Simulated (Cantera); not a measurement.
A perfectly stirred reactor is fed with 1.84 % H2, 6.13 % O2, 92.0 % N2, at 0.197 atm; it is held at 975 K, and followed from long to short residence time.

Detailed kinetics in Cantera: GRI-Mech 3.0 (53 species, 325 reactions).

x: mole fraction; the columns are a selection and need not sum to one.

```
τ (s)       x H2    x O2       x O    x N2O    x H2O
------  --------  ------  --------  -------  -------
5.3      9.99e-5  0.0527   9.09e-6  1.21e-7   0.0185
1.6     0.000200  0.0527   1.93e-5  8.87e-8   0.0184
0.48    0.000388  0.0528   3.96e-5  6.04e-8   0.0182
0.15    0.000717  0.0529   7.66e-5  3.93e-8   0.0178
0.044          ?  0.0532         ?        ?   0.0171
0.013          ?  0.0537         ?        ?   0.0158
0.0041   0.00445  0.0546  0.000455  7.35e-9   0.0136
0.0012   0.00820  0.0564  0.000644  3.22e-9  0.00936
```

**Question.** What belongs in the gaps?

**Answer.** 
- 0.044, x H2: 0.00135
- 0.044, x O: 0.000148
- 0.044, x N2O: 2.36e-8
- 0.013, x H2: 0.00249
- 0.013, x O: 0.000274
- 0.013, x N2O: 1.34e-8
